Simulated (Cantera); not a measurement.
A closed system holds: 1 mol Si, 4 mol HCl, 0.65 mol H₂, at 0.140 bar.

Cantera equilibrium calculation (NASA polynomials, part measured and part estimated; ideal gas, pure solids and liquids). Candidate condensed phases: Si; 19 gas species. The tables' values for SiCl₃ are old estimates; treat these amounts as uncertain. Kinetics and transport are ignored.

x: gas mole fraction; nothing condenses.

```csv
T (°C),x H₂,x SiCl₄,x HCl,x SiHCl₃
475,0.717,0.265,0.00916,0.00911
500,0.715,0.263,[?],[?]
525,0.713,0.261,0.0129,0.0127
550,0.711,0.259,0.0150,0.0148
575,0.709,0.257,0.0173,0.0170
600,0.706,0.254,0.0198,0.0194
625,0.704,0.252,0.0225,0.0219
650,0.701,0.249,[?],[?]
675,0.698,0.246,0.0285,0.0270
700,0.694,0.242,0.0319,0.0297
725,0.691,0.239,0.0355,0.0322
750,0.687,0.235,0.0395,0.0346
775,0.683,0.231,0.0440,0.0367
800,0.678,0.226,0.0490,0.0384
```

### Question
Complete the blanks.

### Answer

- 650, x HCl: 0.0254
- 650, x SiHCl₃: 0.0244
- 500, x HCl: 0.0109
- 500, x SiHCl₃: 0.0108
